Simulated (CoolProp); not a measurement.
Vapour pressure (MPa) of n-perfluorohexane: the reference equation beside estimates from Tc = 448.0 K, pc = 1.742 MPa, ω = 0.497. Clausius-Clapeyron is anchored at 275.2 K with a constant enthalpy of vaporisation of 33.42 kJ/mol.

Model: reference Helmholtz-energy equation of state, Gao 2022, in CoolProp.

```tsv
T (K)	reference	Clausius-Clapeyron	Redlich-Kwong
275.2	0.009664	0.009664	0.04547
292.5	0.02283	0.02293	0.08218
309.7	0.04762	?	?
327	?	0.09774	?
344.3	0.1591	?	0.3197
361.6	0.2622	0.3169	?
378.9	0.4098	0.5265	0.6280
396.2	0.6134	?	0.8393
```

**Question.** Complete the blanks.

**Answer.** 
- 309.7, Clausius-Clapeyron: 0.04919
- 309.7, Redlich-Kwong: 0.1369
- 327, reference: 0.09056
- 327, Redlich-Kwong: 0.2147
- 344.3, Clausius-Clapeyron: 0.1813
- 361.6, Redlich-Kwong: 0.4561
- 396.2, Clausius-Clapeyron: 0.8367

Absolute difference from the reference over all 8 rows, mean and median: Clausius-Clapeyron 13.9 and 10.9 %, Redlich-Kwong 152.5 and 119.0 %.
